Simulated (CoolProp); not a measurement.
CH3F (R41) along the isobar 11200 kPa: density (kg/m³) from the reference equation and from simpler models built on Tc = 44.1 °C, pc = 5906 kPa, ω = 0.200; each cubic takes its own stable root.

The numbers come from the reference Helmholtz-energy equation of state, Lemmon 2006 in CoolProp. It is a short technical equation, of lower accuracy than the large ones.

```
T (°C)          phase  reference
------  -------------  ---------
7.75           liquid      698.3
12.25          liquid      685.1
16.65          liquid      671.6
21.15          liquid      657.2
25.65          liquid      642.1
30.15          liquid      626.1
34.65          liquid      609.3
39.05          liquid      591.7
43.55          liquid      572.5
48.05   supercritical      551.6
52.55   supercritical      528.8
57.05   supercritical      503.5
61.45   supercritical      475.9
65.95   supercritical      444.3
70.45   supercritical      409.4
```

Question: How far does each simpler model (van der Waals, Redlich-Kwong, Soave-Redlich-Kwong, Peng-Robinson) lie from the reference over these 15 states: mean and median of the absolute difference, and the worst?

Answer: 
- van der Waals: mean 37.7 %, median 39.4 %, worst -42.7 % at 7.75 °C and 11200 kPa
- Redlich-Kwong: mean 23.6 %, median 24.1 %, worst -24.6 % at 43.55 °C and 11200 kPa
- Soave-Redlich-Kwong: mean 23.9 %, median 24.1 %, worst -25.7 % at 61.45 °C and 11200 kPa
- Peng-Robinson: mean 15.5 %, median 15.4 %, worst -18.8 % at 65.95 °C and 11200 kPa
